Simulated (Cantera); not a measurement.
A closed system holds: 1 mol CH3SiH3, 0.28 mol C2H2, 3.7 mol H2, held at 1648.15 K and 17.0 mbar.

Equilibrium computed with Cantera from the NASA thermochemical tables; the gas is ideal and each condensed phase is pure. Candidate condensed phases: C, C6H6, C7H8, C8H18, Si, SiC; 87 gas species. The feed counts by its element totals alone. The numbers say what is thermodynamically allowed, not how fast it happens.

Base state: H2 0.999, H 0.000684, C2H2 (acetylene) 4.48e-5, CH4 2.27e-5 (mole fractions); condensed: C(graphite) + SiC(s).

What changes in the equilibrium state with this change: 2 mol CO2 added?


| species | before | after |
|---|---|---|
| H2 | 0.999 | 0.635 |
| CO | 0 | 0.299 |
| SiO | 0 | 0.0655 |
| H2O | 0 | 1.68e-5 |
| C2H2 (acetylene) | 4.48e-5 | 4.46e-7 |
| CH4 | 2.27e-5 | 1.15e-6 |
| C(graphite), mol | 0.559 | 0 |
| SiC(s), mol | 1.000 | 0.280 |
Further candidate phases: H2O, SiO2.

What changes in the equilibrium state with this change: pressure from 17.0 mbar to 4.60 mbar?


```json
[
 {"species": "H2", "before": "0.999", "after": "0.999"},
 {"species": "H", "before": "0.000684", "after": "0.00131"},
 {"species": "C2H2 (acetylene)", "before": "4.48e-5", "after": "4.47e-5"},
 {"species": "CH4", "before": "2.27e-5", "after": "6.14e-6"},
 {"species": "C(graphite), mol", "before": "0.559", "after": "0.559"},
 {"species": "SiC(s), mol", "before": "1.000", "after": "1.000"}
]
```
